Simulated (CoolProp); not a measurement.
m-xylene at several states: Z from the reference equation and from simpler models built on Tc = 616.9 K, pc = 3535 kPa, ω = 0.326; each cubic takes its own stable root.

Computed with CoolProp (reference Helmholtz-energy equation of state, Zhou 2012).

```json
[
 {"T (K)": "357.1", "p (kPa)": "1730", "phase": "liquid", "reference": "…", "van der Waals": "0.1340", "Redlich-Kwong": "0.09121", "Soave-Redlich-Kwong": "0.08798", "Peng-Robinson": "0.07809"},
 {"T (K)": "407.8", "p (kPa)": "113", "phase": "liquid", "reference": "0.004657", "van der Waals": "0.9746", "Redlich-Kwong": "0.9647", "Soave-Redlich-Kwong": "…", "Peng-Robinson": "0.004741"},
 {"T (K)": "435.3", "p (kPa)": "18000", "phase": "liquid", "reference": "0.6941", "van der Waals": "1.131", "Redlich-Kwong": "…", "Soave-Redlich-Kwong": "0.7845", "Peng-Robinson": "0.6984"}
]
```

Task: Some entries are withheld; supply them.

Result: 
- 357.1, reference: 0.07641
- 407.8, Soave-Redlich-Kwong: 0.005360
- 435.3, Redlich-Kwong: 0.8070

At some of these states van der Waals, Redlich-Kwong gives the other phase, because its saturation line lies elsewhere.
